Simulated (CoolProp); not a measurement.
Methane along the isobar 4.16 MPa: fugacity coefficient from the reference equation and from simpler models built on Tc = 190.6 K, pc = 4.599 MPa, ω = 0.011; each cubic takes its own stable root.

The numbers come from the reference Helmholtz-energy equation of state, Setzmann 1991 in CoolProp.

```json
[
 {"T (K)": "109.1", "phase": "liquid", "reference": "0.02252"},
 {"T (K)": "117.8", "phase": "liquid", "reference": "0.04377"},
 {"T (K)": "126.5", "phase": "liquid", "reference": "0.07659"},
 {"T (K)": "135.1", "phase": "liquid", "reference": "0.1225"},
 {"T (K)": "143.8", "phase": "liquid", "reference": "0.1840"},
 {"T (K)": "152.5", "phase": "liquid", "reference": "0.2608"},
 {"T (K)": "161.2", "phase": "liquid", "reference": "0.3522"},
 {"T (K)": "169.8", "phase": "liquid", "reference": "0.4547"},
 {"T (K)": "178.5", "phase": "liquid", "reference": "0.5672"},
 {"T (K)": "195.8", "phase": "gas", "reference": "0.7285"},
 {"T (K)": "204.5", "phase": "gas", "reference": "0.7638"},
 {"T (K)": "213.2", "phase": "gas", "reference": "0.7928"},
 {"T (K)": "221.9", "phase": "gas", "reference": "0.8171"},
 {"T (K)": "230.5", "phase": "gas", "reference": "0.8377"},
 {"T (K)": "239.2", "phase": "gas", "reference": "0.8557"}
]
```

Q: How far does each simpler model (van der Waals, Redlich-Kwong, Soave-Redlich-Kwong) lie from the reference over these 15 states: mean and median of the absolute difference, and the worst?

A: 
- van der Waals: mean 59.4 %, median 21.8 %, worst +279.0 % at 109.1 K and 4.16 MPa
- Redlich-Kwong: mean 5.5 %, median 0.8 %, worst -30.0 % at 109.1 K and 4.16 MPa
- Soave-Redlich-Kwong: mean 0.9 %, median 0.8 %, worst -2.8 % at 109.1 K and 4.16 MPa
